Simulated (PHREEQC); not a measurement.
Make-up at 25 °C: 0.0081 mol CdCl2, 4.5e-05 mol MgSO4, 0.0055 mol H2SO4 and 0.007 mol NaCl per kg of water. Closed to the air; pH follows from the charge balance.

Equilibrium calculation in PHREEQC: ion-association model, phreeqc.dat.

```tsv
quantity	before	after
pH	2.08	5.92
ionic strength (mol/kgw)	0.0340	0.0229
Cl- (mol/kgw)	0.0194	0.0188
Cd+2 (mol/kgw)	0.00365	0.00393
CdCl+ (mol/kgw)	0.00340	0.00392
SO4-2 (mol/kgw)	0.00309	3.26e-5
SI of Cd(OH)2 (Cd(OH)2)	-12.22	-4.47
```

Q: What was changed between the two runs?
A) MgSO4 left out
B) NaCl left out
C) CdCl2 from 0.0081 to 0.00162 mol/kgw
D) H2SO4 left out

A: D, H2SO4 left out

Precipitation was switched off in this run.
